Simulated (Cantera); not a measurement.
Equilibrium for silicon epitaxy and polysilicon growth: SiHCl3 + HCl + H2

Feed: 1 mol SiHCl3, 0.83 mol HCl, 20 mol H2, equilibrated at 5.60 mbar.

Cantera equilibrium calculation (NASA polynomials, part measured and part estimated; ideal gas, pure solids and liquids). Candidate condensed phases: Si; 19 gas species. The tables' values for SiCl3, SiCl are old estimates; treat these amounts as uncertain. Gases not in the tables: Si2H6 and higher silanes. Equilibrium is a limit: real reactors are often held back by kinetics, nucleation or transport.

| T (K) | log p H2 | log p HCl | log p SiCl2 | log p SiCl4 | n Si(s) | n Si(l) |
|---|---|---|---|---|---|---|
| 898 | -2.28 | -4.15 | -5.90 | -3.71 | 0.0653 | 0 |
| 998 | -2.28 | -3.76 | -5.01 | -3.79 | 0.150 | 0 |
| 1098 | -2.29 | -3.48 | -4.36 | -3.98 | 0.242 | 0 |
| 1198 | -2.31 | -3.32 | -3.96 | -4.42 | 0.272 | 0 |
| 1298 | -2.31 | -3.27 | -3.80 | -5.13 | 0.250 | 0 |
| 1398 | -2.31 | -3.26 | -3.74 | -5.91 | 0.222 | 0 |
| 1498 | -2.31 | -3.27 | -3.71 | -6.63 | 0.196 | 0 |
| 1598 | -2.31 | -3.27 | -3.70 | -7.26 | 0.173 | 0 |
| 1698 | -2.31 | -3.28 | -3.69 | -7.82 | 0 | 0.156 |
| 1798 | -2.32 | -3.26 | -3.72 | -8.30 | 0 | 0.189 |
log p: log10 of the partial pressure in bar; n: condensed amount in mol.

From 898 K to 1598 K the condensed part is Si(s). From 1698 K to 1798 K the condensed part is Si(l). The main Si-bearing gas is SiCl4 at 898 K and SiCl2 at 1798 K. The share of Si in condensed phases is highest at 1198 K (27.2 %) and lowest at 898 K (6.5 %).
